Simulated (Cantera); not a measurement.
An adiabatic, constant-pressure homogeneous reactor starts with 20.9 % CO, 1.91 % H2, 16.2 % O2, 60.9 % N2, at 1650 K and 1.01 bar.

Cantera simulation using GRI-Mech 3.0 (53 species, 325 reactions); the numbers are that mechanism's predictions, not measurements.

x: mole fraction; the columns are a selection and need not sum to one.

```csv
t (s),T (K),x CO,x H2,x O2,x OH,x H2O,x NO
2.00e-6,1650,0.209,0.0191,0.162,3.39e-7,1.83e-7,<1e-12
7.52e-6,1650,0.209,0.0191,0.162,1.17e-5,1.54e-5,2.88e-12
2.83e-5,1706,0.182,0.00131,0.129,0.00410,0.0115,1.27e-6
0.000106,2078,0.112,0.00163,0.0861,0.00723,0.00753,7.47e-5
0.000399,…,…,…,0.0840,0.00904,…,…
0.00150,2726,0.0679,0.000918,0.0756,0.00843,0.0145,0.00689
0.00565,2726,0.0663,0.000904,0.0709,0.00810,0.0148,0.0162
0.0212,2725,0.0662,0.000904,0.0703,0.00806,0.0148,0.0174
0.0798,2725,0.0662,0.000904,0.0703,0.00806,0.0148,0.0174
0.300,2725,0.0662,0.000904,0.0703,0.00806,0.0148,0.0174
```

Task: Fill in the missing entries.

Result: 
- 0.000399, T (K): 2487
- 0.000399, x CO: 0.0892
- 0.000399, x H2: 0.00130
- 0.000399, x H2O: 0.0120
- 0.000399, x NO: 0.000797
